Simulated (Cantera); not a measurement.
A perfectly stirred reactor is fed with NO : N2 = 1 : 0.36 (molar parts), at 0.240 bar; it is held at 1975 K, and followed from long to short residence time.

Cantera simulation using GRI-Mech 3.0 (53 species, 325 reactions); the numbers are that mechanism's predictions, not measurements.

Question: What does this change do: temperature 1975 to 1550 K?

Answer: 
```csv
quantity,before,after
x(NO) at τ = 3.40 s,0.295,0.720
x(N2O) at τ = 3.40 s,3.21e-5,0.000170
x(O2) at τ = 3.40 s,0.219,0.00707
x(O) at τ = 3.40 s,0.000540,1.86e-6
x(N2) at τ = 3.40 s,0.485,0.272
x(NO) at τ = 24.0 ms,0.728,0.735
x(N2O) at τ = 24.0 ms,0.000213,4.14e-5
x(O2) at τ = 24.0 ms,0.00345,5.59e-6
x(O) at τ = 24.0 ms,0.000151,5.29e-7
x(N2) at τ = 24.0 ms,0.268,0.265
```

Question: What does this change do: N2 0.36 to 0.14 parts?

Answer: 
```json
[
 {"quantity": "x(NO) at τ = 3.40 s", "before": "0.295", "after": "0.331"},
 {"quantity": "x(N2O) at τ = 3.40 s", "before": "3.21e-5", "after": "3.95e-5"},
 {"quantity": "x(O2) at τ = 3.40 s", "before": "0.219", "after": "0.272"},
 {"quantity": "x(O) at τ = 3.40 s", "before": "0.000540", "after": "0.000601"},
 {"quantity": "x(N2) at τ = 3.40 s", "before": "0.485", "after": "0.395"},
 {"quantity": "x(NO) at τ = 24.0 ms", "before": "0.728", "after": "0.867"},
 {"quantity": "x(N2O) at τ = 24.0 ms", "before": "0.000213", "after": "0.000300"},
 {"quantity": "x(O2) at τ = 24.0 ms", "before": "0.00345", "after": "0.00484"},
 {"quantity": "x(O) at τ = 24.0 ms", "before": "0.000151", "after": "0.000170"},
 {"quantity": "x(N2) at τ = 24.0 ms", "before": "0.268", "after": "0.128"}
]
```
